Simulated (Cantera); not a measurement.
A Cantera script and its output.

```python
import numpy as np
import cantera as ct

gas = ct.Solution("gri30.yaml")


def delay(T, t_max=10):
    gas.TPX = T, 37000, {'CH4': 1, 'H2': 0.066, 'O2': 1.69, 'N2': 7.45}
    reactor = ct.IdealGasConstPressureReactor(gas, clone=False)
    net = ct.ReactorNet([reactor])
    net.rtol, net.atol = 1e-8, 1e-16
    while net.time < t_max:
        t_old, T_old = net.time, reactor.T
        net.step()
        if reactor.T > T + 400:  # ignition: a rise of 400 K
            return t_old + (T + 400 - T_old) / (reactor.T - T_old) * (net.time - t_old)
    return np.nan


taus = []
for T in [1273, 1348, 1423, 1498, 1573]:
    taus.append(delay(T))
    print(f"T0 = {T:6g} K   tau = {taus[-1]:.4e} s")

# d ln(tau) / d ln(k), from doubling and halving each rate constant
T, sens = 1273, []
for i in range(gas.n_reactions):
    gas.set_multiplier(2.0, i)
    up = delay(T)
    gas.set_multiplier(0.5, i)
    down = delay(T)
    gas.set_multiplier(1.0, i)
    sens.append((np.log(up / down) / np.log(4.0), gas.reaction(i).equation))
sens.sort(key=lambda x: -abs(x[0]))
print(f"sensitivities at {T} K")
for s, eq in sens[:10]:
    print(f"{s:8.3f}  {eq}")
```

Result:

```
T0 =   1273 K   tau = 2.4725e-02 s
T0 =   1348 K   tau = 1.0160e-02 s
T0 =   1423 K   tau = 4.5517e-03 s
T0 =   1498 K   tau = 2.2441e-03 s
T0 =   1573 K   tau = 1.2106e-03 s
sensitivities at 1273 K
   0.659  2 CH3 (+M) <=> C2H6 (+M)
  -0.656  H + O2 <=> O + OH
  -0.308  CH3 + O2 <=> CH3O + O
  -0.277  CH3 + O2 <=> CH2O + OH
   0.207  CH4 + OH <=> CH3 + H2O
  -0.185  CH3 + HO2 <=> CH3O + OH
   0.180  CH4 + H <=> CH3 + H2
  -0.175  CH2O + CH3 <=> CH4 + HCO
  -0.135  CH3O + O2 <=> CH2O + HO2
  -0.111  CH2O + O2 <=> HCO + HO2
```

Model: GRI-Mech 3.0 (53 species, 325 reactions), integrated in Cantera.
